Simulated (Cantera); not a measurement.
A perfectly stirred reactor is fed with 6.30 % CH4, 2.52 % CO, 18.0 % O2, 67.4 % N2, 5.73 % H2O, at 248 Torr; it is adiabatic with a 550 K inlet, and is followed from long to short residence time, starting on the burning branch (τ in s: 0.058, 0.026, 0.012, 0.0052, 0.0023, 0.001, 0.00046, 0.0002, 9.1e-05, 4e-05, 1.8e-05).

Cantera simulation using GRI-Mech 3.0 (53 species, 325 reactions); the numbers are that mechanism's predictions, not measurements.

**Question.** Predict: blow-out, bracketed by the residence times tried; x(CH4) at τ = 58.0 ms; x(CO) at τ = 58.0 ms; x(O2) at τ = 58.0 ms; x(CH4) at τ = 1.00 ms; x(CO) at τ = 1.00 ms; x(O2) at τ = 1.00 ms; x(C2H4) at τ = 1.00 ms; x(C2H2) at τ = 1.00 ms.

**Answer.** 
| Item | Result |
|---|---|
| blow-out, bracketed by the residence times tried | burning at 0.200 ms, out at 91.0 µs |
| x(CH4) at τ = 58.0 ms | 9.19e-6 |
| x(CO) at τ = 58.0 ms | 0.00461 |
| x(O2) at τ = 58.0 ms | 0.0434 |
| x(CH4) at τ = 1.00 ms | 0.000218 |
| x(CO) at τ = 1.00 ms | 0.0204 |
| x(O2) at τ = 1.00 ms | 0.0533 |
| x(C2H4) at τ = 1.00 ms | 4.90e-8 |
| x(C2H2) at τ = 1.00 ms | 1.75e-8 |
